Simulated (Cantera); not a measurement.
Input (Python, Cantera):

```python
import numpy as np
import cantera as ct

gas = ct.Solution("gri30.yaml", transport_model="mixture-averaged")
show = ['CH3', 'N2', 'NO']

rows = []
print(f"{'T/K':>7s}{'rho':>11s}{'cp':>10s}{'mu':>11s}{'lambda':>11s}{'Pr':>7s}" + "".join(f"{'D_' + s:>11s}" for s in show))
for T in [400, 650, 900, 1150, 1400, 1650, 1900]:
    gas.TPX = T, 340000, {'CH4': 0.87}
    Pr = gas.cp_mass * gas.viscosity / gas.thermal_conductivity
    D = [gas.mix_diff_coeffs_mole[gas.species_index(s)] for s in show]
    rows.append([gas.density, gas.cp_mass, gas.viscosity, gas.thermal_conductivity, Pr, *D])
    print(f"{T:7g}{gas.density:11.4e}{gas.cp_mass:10.1f}{gas.viscosity:11.4e}"
          f"{gas.thermal_conductivity:11.4e}{Pr:7.3f}" + "".join(f"{d:11.4e}" for d in D))
print("SI units: kg/m3, J/kg/K, Pa s, W/m/K, m2/s")
```

It prints:

```
    T/K        rho        cp         mu     lambda     Pr      D_CH3       D_N2       D_NO
    400 1.6401e+00    2526.4 1.4442e-05 5.0682e-02  0.720 1.1546e-05 1.1125e-05 1.0990e-05
    650 1.0093e+00    3475.3 2.0617e-05 9.8867e-02  0.725 2.6928e-05 2.5654e-05 2.5342e-05
    900 7.2893e-01    4291.7 2.5773e-05 1.5219e-01  0.727 4.6838e-05 4.4418e-05 4.3877e-05
   1150 5.7047e-01    4962.1 3.0346e-05 2.0576e-01  0.732 7.0733e-05 6.6929e-05 6.6115e-05
   1400 4.6860e-01    5467.8 3.4533e-05 2.5788e-01  0.732 9.8268e-05 9.2873e-05 9.1743e-05
   1650 3.9760e-01    5856.9 3.8439e-05 3.0790e-01  0.731 1.2920e-04 1.2202e-04 1.2054e-04
   1900 3.4528e-01    6158.6 4.2127e-05 3.5558e-01  0.730 1.6334e-04 1.5420e-04 1.5232e-04
SI units: kg/m3, J/kg/K, Pa s, W/m/K, m2/s
```

Detailed kinetics in Cantera: GRI-Mech 3.0 (53 species, 325 reactions). The composition is frozen, though it would react at the higher temperatures.
